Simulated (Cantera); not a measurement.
NO annealing gas

An isothermal, constant-pressure homogeneous reactor starts with 12.3 % NO, 87.7 % N2, at 1400 K and 100000 Pa.

Model: GRI-Mech 3.0 (53 species, 325 reactions), integrated in Cantera.

| t (s) | x NO | x N2 | x O | x NO2 | x O2 | x N2O |
|---|---|---|---|---|---|---|
| 1.00e-5 | 0.123 | 0.877 | 2.96e-10 | 5.55e-11 | <1e-12 | 3.52e-10 |
| 5.99e-5 | 0.123 | 0.877 | 8.75e-10 | 1.23e-9 | <1e-12 | 2.11e-9 |
| 0.000359 | 0.123 | 0.877 | 1.00e-9 | 1.16e-8 | 1.06e-12 | 1.26e-8 |
| 0.00215 | 0.123 | 0.877 | 1.04e-9 | 7.53e-8 | 9.54e-12 | 7.51e-8 |
| 0.0129 | 0.123 | 0.877 | 1.31e-9 | 4.74e-7 | 1.78e-10 | 4.33e-7 |
| 0.0774 | 0.123 | 0.877 | 3.02e-9 | 3.35e-6 | 1.10e-8 | 2.07e-6 |
| 0.464 | 0.123 | 0.877 | 1.32e-8 | 2.42e-5 | 1.92e-6 | 4.56e-6 |
| 2.78 | 0.123 | 0.877 | 2.32e-8 | 4.64e-5 | 7.22e-5 | 4.69e-6 |
| 16.7 | 0.122 | 0.877 | 3.12e-8 | 6.27e-5 | 0.000548 | 4.61e-6 |
| 100 | 0.117 | 0.880 | 5.88e-8 | 0.000114 | 0.00327 | 4.20e-6 |
x: mole fraction; the columns are a selection and need not sum to one.

Equilibrium at this temperature and pressure: NO 0.000430, N2 0.938, O 2.36e-7, NO2 1.72e-6, O2 0.0615, N2O 2.98e-8 (gas phase only).
